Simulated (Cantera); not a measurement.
Thermodynamics of silicon nitride deposition, feed SiHCl3 + N2

Charge: 1 mol SiHCl3, 9.7 mol N2, held at 1330 Pa.

These are equilibrium values from Cantera (NASA tables, ideal gas, pure condensed phases), not measurements of a reactor. Candidate condensed phases: NH4Cl, Si, Si3N4; 28 gas species. N2 is the only nitrogen source here; it is nearly inert below about 1500 K, so the nitride shown seldom forms there in practice. The tables' values for SiCl3, SiCl are old estimates; treat these amounts as uncertain. Equilibrium is a limit: real reactors are often held back by kinetics, nucleation or transport.

```tsv
T (°C)	x N2	x SiCl2	x HCl	x SiCl4	x SiCl3	x H2	n Si3N4(s)
1100	0.858	0.0133	0.0793	0.0340	0.00990	0.00565	0.122
1175	0.849	0.0355	0.0759	0.0195	0.0137	0.00640	0.0749
1250	0.839	0.0642	0.0694	0.00660	0.0119	0.00864	0.0153
1325	0.835	0.0737	0.0705	0.00296	0.00939	0.00778	0
1400	0.833	0.0764	0.0740	0.00167	0.00783	0.00591	0
1475	0.832	0.0785	0.0759	0.000911	0.00633	0.00482	0
1550	0.830	0.0801	0.0765	0.000460	0.00488	0.00439	0
1625	0.828	0.0814	0.0758	0.000210	0.00355	0.00454	0
```
x: gas mole fraction; n: condensed amount in mol.

From 1100 °C to 1250 °C the condensed part is Si3N4(s). From 1325 °C to 1625 °C nothing is condensed. The main Si-bearing gas is SiCl4 at 1100 °C and SiCl2 at 1625 °C.
